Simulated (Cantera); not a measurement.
A perfectly stirred reactor is fed with 5.88 % C₂H₄, 94.1 % H₂, at 900 Torr; it is held at 1748 K, and followed from long to short residence time.

Detailed kinetics in Cantera: GRI-Mech 3.0 (53 species, 325 reactions). GRI-Mech 3.0 was tuned for natural gas; its chemistry of ethylene as a main component is partial and can be far from experiment. GRI-Mech 3.0 stops at C3 and has no aromatics, soot or wall deposition, so with more carbon than oxygen in the feed, carbon stays in small species such as C2H2 where larger ones or solid carbon would form.

x: mole fraction; the columns are a selection and need not sum to one.

```
τ (s)     x C₂H₄   x H₂    x C₂H     x CH₄   x C₂H₆    x CH₃  x C₂H₂
-------  -------  -----  -------  --------  -------  -------  ------
4.0      0.00171  0.933  6.86e-8    0.0194  3.22e-6  8.56e-5  0.0452
1.4      0.00172  0.934  6.90e-8    0.0189  3.13e-6  8.33e-5  0.0455
0.50     0.00176  0.934  7.00e-8    0.0176  2.93e-6  7.75e-5  0.0460
0.18     0.00186  0.936  7.24e-8    0.0145  2.55e-6  6.44e-5  0.0473
0.062          …  0.939  7.65e-8         …  2.16e-6        …  0.0494
0.022          …  0.941  7.87e-8         …  2.26e-6        …  0.0509
0.0078   0.00395  0.943  7.35e-8   0.00248  3.18e-6  1.06e-5  0.0507
0.0027   0.00805  0.943  5.79e-8   0.00146  5.92e-6  5.47e-6  0.0473
0.00097   0.0179  0.943  3.85e-8  0.000940  1.17e-5  3.23e-6  0.0382
```

### Question
Fill in the missing entries.

### Answer

- 0.062, x C₂H₄: 0.00210
- 0.062, x CH₄: 0.00929
- 0.062, x CH₃: 4.18e-5
- 0.022, x C₂H₄: 0.00261
- 0.022, x CH₄: 0.00482
- 0.022, x CH₃: 2.17e-5
